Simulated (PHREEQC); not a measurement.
## Leach liquor: speciation

Make-up at 25 °C: 0.3 mmol/kgw HCl, 0.158 mmol/kgw ZnSO4 and 0.0152 mmol/kgw MgSO4. Closed to the air; pH follows from the charge balance.

All values are PHREEQC results (ion-association model, phreeqc.dat), not measurements.

```yaml
pH: 3.54
ionic_strength: 0.000965 mol/kgw
specific_conductance: 165 µS/cm
total_alkalinity: -0.300 meq/kg
```

| species | molality | activity | log γ |
|---|---|---|---|
| Cl- | 0.000300 | 0.000289 | -0.015 |
| H+ | 0.000296 | 0.000286 | -0.015 |
| SO4-2 | 0.000164 | 0.000143 | -0.060 |
| Zn+2 | 0.000153 | 0.000133 | -0.060 |
| Mg+2 | 1.48e-5 | 1.29e-5 | -0.060 |
| ZnSO4 | 4.47e-6 | 4.47e-6 | 0.000 |
| HSO4- | 4.12e-6 | 3.98e-6 | -0.015 |
| MgSO4 | 4.31e-7 | 4.31e-7 | 0.000 |
| ZnCl+ | 1.08e-7 | 1.04e-7 | -0.015 |
| Zn(SO4)2-2 | 5.97e-9 | 5.19e-9 | -0.061 |

This is a speciation only: nothing precipitates in the calculation.
